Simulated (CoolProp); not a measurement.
Carbonyl sulfide at 383.47 K and 9.66 MPa is throttled through a valve to 0.409 MPa with no heat exchange. Each further row changes one setting.

Values from CoolProp's reference Helmholtz-energy equation of state, Lemmon 2006. It is a short technical equation, of lower accuracy than the large ones.

| case | temperature change (K) | final phase | final density (kg/m³) |
|---|---|---|---|
| as stated | -125.0 | two-phase, vapour fraction 0.651 | 18.9 |
| outlet pressure 0.123 MPa | -156.2 | two-phase, vapour fraction 0.725 | 5.57 |
| outlet pressure 0.532 MPa | -116.9 | two-phase, vapour fraction 0.630 | 25.0 |
